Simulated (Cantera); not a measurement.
Feed: 1 mol Si2H6, 0.23 mol O3, 0.94 mol N2O, held at 1500 °C and 0.100 bar.

Method: chemical equilibrium by Gibbs-energy minimisation in Cantera with the NASA 1993 tables (ideal gas, pure condensed phases). Candidate condensed phases: H2O, Si, SiO2, Si2N2O, Si3N4; 35 gas species. The feed counts by its element totals alone. Mutual solubility and eutectic melting of coexisting phases are not modelled. The tables hold silica as quartz up to 1696 K and as liquid above; real silica turns to tridymite and cristobalite and melts near 1996 K. Equilibrium is a limit: real reactors are often held back by kinetics, nucleation or transport.

Base state: H2 0.880, N2 0.0628, SiO 0.0566, H 0.000844, H2O 0.000200 (mole fractions); condensed: SiO2(condensed) + Si2N2O(s).

Q: What changes in the equilibrium state with this change: Si2H6 replaced by SiH2Cl2?

A: 
| species | before | after |
|---|---|---|
| HCl | 0 | 0.539 |
| N2 | 0.0628 | 0.319 |
| H2 | 0.880 | 0.0697 |
| SiCl2 | 0 | 0.0343 |
| SiCl3 | 0 | 0.0126 |
| SiO | 0.0566 | 0.0156 |
| SiCl4 | 0 | 0.00787 |
| Cl | 0 | 0.00141 |
| SiHCl3 | 0 | 0.000239 |
| H | 0.000844 | 0.000238 |
| SiO2(condensed), mol | 0.355 | 0.792 |
| Si2N2O(s), mol | 0.726 | 0 |
The tables' values for SiCl3 are old estimates; treat these amounts as uncertain. Further candidate phases: NH4Cl.
